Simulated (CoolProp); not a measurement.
Vapour-liquid equilibrium of R22 (1) + R142b (2) at 222 K; x and y are mole fractions of (1).

The numbers come from the multi-fluid Helmholtz-energy mixture model, Kamei 1995 and Lemmon 2006; pair parameters Bell 2016 in CoolProp.

```
x     bubble pressure (MPa)  y at the bubble point  dew pressure at overall composition x (MPa)  liquid density (mol/L)
----  ---------------------  ---------------------  -------------------------------------------  ----------------------
0.05                      …                  0.198                                      0.01308                   12.93
0.15                0.01938                  0.445                                      0.01426                   13.25
0.25                      …                  0.598                                      0.01567                   13.59
0.35                      …                  0.705                                      0.01738                   13.94
0.45                0.03273                  0.785                                      0.01950                   14.31
0.55                0.03748                  0.847                                      0.02220                   14.70
0.65                0.04245                  0.897                                      0.02573                       …
0.75                      …                  0.936                                            …                       …
0.85                0.05291                  0.967                                      0.03772                   15.95
0.95                0.05820                      …                                      0.04988                   16.41
```

Complete the blanks.


- 0.05, bubble pressure (MPa): 0.01490
- 0.25, bubble pressure (MPa): 0.02376
- 0.35, bubble pressure (MPa): 0.02817
- 0.65, liquid density (mol/L): 15.10
- 0.75, bubble pressure (MPa): 0.04762
- 0.75, dew pressure at overall composition x (MPa): 0.03057
- 0.75, liquid density (mol/L): 15.52
- 0.95, y at the bubble point: 0.990

No azeotrope shows between x = 0.05 and 0.95.

Pair parameters are fitted to limited data, so mixtures are less certain than the pure fluids.
